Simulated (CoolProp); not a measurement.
Properties of cyclohexane along the isotherm 576.2 K (Tc = 553.6 K, pc = 4.081 MPa, ω = 0.209).

Values from CoolProp's reference Helmholtz-energy equation of state, Zhou 2014.

```
p (MPa)          phase  cp (kJ/(kg K))  cv (kJ/(kg K))  isothermal compressibility (1/MPa)  expansivity (1/kK)  fugacity coefficient
-------  -------------  --------------  --------------  ----------------------------------  ------------------  --------------------
2.27               gas           2.785           2.542                              0.5616               3.415                0.8378
4.53     supercritical           4.297           2.670                              0.6265               16.65                0.6779
6.8      supercritical           4.042           2.645                             0.08940               9.291                0.5201
9.07     supercritical           3.488           2.616                             0.03365               4.785                0.4281
11.3     supercritical           3.320           2.604                             0.02086               3.513                0.3739
13.6     supercritical           3.231           2.598                             0.01502               2.859                0.3376
15.9     supercritical           3.175           2.595                             0.01177               2.460                0.3128
18.1     supercritical           3.138           2.593                            0.009757               2.197                0.2961
20.4     supercritical           3.109           2.592                            0.008289               1.992                0.2836
```

The peak of cp marks the crossing from liquid-like to gas-like fluid above the critical point.
